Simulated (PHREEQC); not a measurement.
Solution (20 °C): 0.059 mol/kgw NaHCO3, 0.0053 mol/kgw KHCO3 and 0.12 mol/kgw NaCl. Closed to the air; pH follows from the charge balance.

The numbers come from PHREEQC with the ion-association model, wateq4f.dat.

Question: The ionic strength comes out as 0.181 mol/kgw. What activity coefficients do K+, HCO3-, NaCO3-, CO3-2, Cl- get?

Answer: K+ 0.72, HCO3- 0.75, NaCO3- 0.75, CO3-2 0.32, Cl- 0.72.

This is a speciation only: nothing precipitates in the calculation.
